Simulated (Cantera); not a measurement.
A closed system holds: 1 mol SiCl4, 0.6 mol HCl, 16 mol H2, held at 1302 °C.

Method: chemical equilibrium by Gibbs-energy minimisation in Cantera with the NASA 1993 tables (ideal gas, pure condensed phases). Candidate condensed phases: Si; 19 gas species. The tables' values for SiCl3 are old estimates; treat these amounts as uncertain. Rates play no part.

log p: log10 of the partial pressure in bar; nothing condenses.

| P (Pa) | log p H2 | log p HCl | log p SiCl2 | log p SiHCl3 | log p SiCl4 |
|---|---|---|---|---|---|
| 10000 | -1.09 | -1.87 | -2.31 | -4.24 | -4.15 |
| 26000 | -0.67 | -1.47 | -1.93 | -3.46 | -3.38 |
| 67000 | ? | ? | ? | ? | ? |
| 170000 | ? | ? | ? | ? | ? |
| 450000 | 0.58 | -0.32 | -0.96 | -1.35 | -1.37 |
| 1200000 | 1.01 | 0.06 | -0.73 | -0.73 | -0.81 |
| 3000000 | 1.41 | 0.42 | -0.58 | -0.22 | -0.33 |

Problem. Complete the blanks.

Solution. 
- 67000, log p H2: -0.26
- 67000, log p HCl: -1.08
- 67000, log p SiCl2: -1.57
- 67000, log p SiHCl3: -2.71
- 67000, log p SiCl4: -2.65
- 170000, log p H2: 0.15
- 170000, log p HCl: -0.71
- 170000, log p SiCl2: -1.25
- 170000, log p SiHCl3: -2.01
- 170000, log p SiCl4: -1.99
